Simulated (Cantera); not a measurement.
Charge: 1 mol borazine, 0.19 mol O2, 11 mol H2, equilibrated at 73.0 mbar.

Equilibrium computed with Cantera from the NASA thermochemical tables; the gas is ideal and each condensed phase is pure. Candidate condensed phases: B, BN, B2O3, B3O3H3, H2O; 39 gas species. The feed counts by its element totals alone. The tables' values for BH2 are old estimates; treat these amounts as uncertain. Kinetics and transport are ignored. All values below are at 2073 K.

Base state: H2 0.952, HBO 0.0210, N2 0.0133, H 0.00950, BO 0.00284, B2O2 0.00113, BH2 0.000393, HBO2 4.27e-5 (mole fractions); condensed: BN(s).

Question: What changes in the equilibrium state with this change: H2 from 11 to 2 mol?

Answer: 
```tsv
species	before	after
H2	0.952	0.893
HBO	0.0210	0.0485
N2	0.0133	0.0348
B2O3	1.55e-5	0.000341
HBO2	4.27e-5	0.000382
B2O2	0.00113	0.00646
H2O	1.38e-5	4.98e-5
BO	0.00284	0.00678
BN(s), mol	2.61	2.62
```
